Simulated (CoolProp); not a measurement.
Vapour-liquid equilibrium of carbon dioxide (1) + R22 (2) at -35.35 °C; x and y are mole fractions of (1).

Model: multi-fluid Helmholtz-energy mixture model, Span 1996 and Kamei 1995; pair parameters Bell 2016, in CoolProp.

| x | bubble pressure (kPa) | y at the bubble point | dew pressure at overall composition x (kPa) | liquid density (mol/L) |
|---|---|---|---|---|
| 0.05 | ? | 0.259 | 136.0 | 16.44 |
| 0.125 | 231.9 | 0.496 | 146.2 | 16.94 |
| 0.2 | 301.0 | 0.641 | 158.0 | 17.47 |
| 0.275 | 374.6 | 0.735 | ? | 18.02 |
| 0.35 | 451.8 | ? | 188.3 | ? |
| 0.425 | 531.8 | 0.849 | 208.4 | 19.19 |
| 0.5 | 613.6 | 0.884 | 233.3 | 19.83 |
| 0.575 | 696.7 | 0.912 | 265.0 | 20.49 |
| 0.65 | 780.8 | 0.934 | 306.8 | 21.18 |
| 0.725 | 865.6 | 0.952 | 364.7 | 21.92 |
| 0.8 | 951.4 | 0.968 | 450.3 | 22.68 |
| 0.875 | 1038 | 0.981 | 589.8 | 23.50 |
| 0.95 | 1127 | 0.993 | 853.3 | 24.35 |

Task: What belongs in the gaps?

Result: 
- 0.05, bubble pressure (kPa): 168.6
- 0.275, dew pressure at overall composition x (kPa): 171.8
- 0.35, y at the bubble point: 0.801
- 0.35, liquid density (mol/L): 18.59

No azeotrope shows between x = 0.05 and 0.95.

Pair parameters are fitted to limited data, so mixtures are less certain than the pure fluids.
